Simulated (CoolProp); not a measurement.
n-pentane along the isotherm 512.5 K: fugacity coefficient from the reference equation and from simpler models built on Tc = 469.7 K, pc = 3.368 MPa, ω = 0.251; each cubic takes its own stable root.

Computed with CoolProp (reference Helmholtz-energy equation of state, Thol 2019).

```
p (MPa)          phase  reference  Redlich-Kwong  Peng-Robinson
-------  -------------  ---------  -------------  -------------
1.2                gas     0.9112            ___         0.9009
2.41               gas     0.8249         0.8185         0.8075
3.61     supercritical     0.7417         0.7323         0.7205
4.81     supercritical     0.6595            ___         0.6389
6.01     supercritical     0.5822         0.5715            ___
7.22     supercritical     0.5203         0.5138         0.5100
8.42     supercritical     0.4744         0.4715         0.4673
9.62     supercritical     0.4396         0.4396         0.4345
10.8     supercritical     0.4130         0.4153         0.4092
12       supercritical     0.3917            ___         0.3887
13.2     supercritical     0.3747         0.3803         0.3721
14.4     supercritical     0.3609         0.3679         0.3586
15.6     supercritical     0.3497         0.3578         0.3476
16.8     supercritical     0.3406         0.3498         0.3384
```

Task: Complete the blanks.

Result: 
- 1.2, Redlich-Kwong: 0.9078
- 4.81, Redlich-Kwong: 0.6475
- 6.01, Peng-Robinson: 0.5669
- 12, Redlich-Kwong: 0.3958
